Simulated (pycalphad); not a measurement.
## Effect of Si content in Mg-Si

All values are pycalphad results on the COST 507 light-alloy database (1999) (1 atm), not direct measurements. No gas phase is included, though pure Mg would boil below 1339 °C. These are 1990s assessments: newer ones move some temperatures and phases. Amounts are mole fractions of atoms. Kinetics are ignored, which matters at the lower temperatures.

Problem. One of these alloys has its liquidus at 1073 °C, its solidus at 639 °C, and holds MG2SI 0.90, hcp 0.10 at 127 °C. Which?
A) Mg-33.23Si (wt.%)
B) Mg-91.49Si (wt.%)
C) Mg-8.589Si (wt.%)
D) Mg-25.21Si (wt.%)
E) Mg-16.99Si (wt.%)

Solution. A, Mg-33.23Si (wt.%). The others: Mg-8.589Si (wt.%), liquidus 845, solidus 639; Mg-16.99Si (wt.%), liquidus 962, solidus 639; Mg-25.21Si (wt.%), liquidus 1036, solidus 639; Mg-91.49Si (wt.%), liquidus 1339, solidus 944

Database names, with the compositions (at.%) that they take in these runs: MG2SI: Mg 67 Si 33.
